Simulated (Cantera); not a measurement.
Standard-state values (1 bar) from the NASA 1993 polynomials, evaluated with Cantera. Values are per mole of reaction as written; species without (g) are pure solids or liquids, kept so even where they would boil at 1 bar.

Task: Between 1550 and 1950 K, where is each reaction favourable under standard conditions?
- H2(g) + PbF2 → 2 HF(g) + Pb(g)

Result: 
- H2(g) + PbF2 → 2 HF(g) + Pb(g): ΔG° is -44 kJ at 1550 K and -118 kJ at 1950 K; it stays negative (K > 1). ΔH° is 228 kJ and ΔS° 177 J/K at 1950 K.
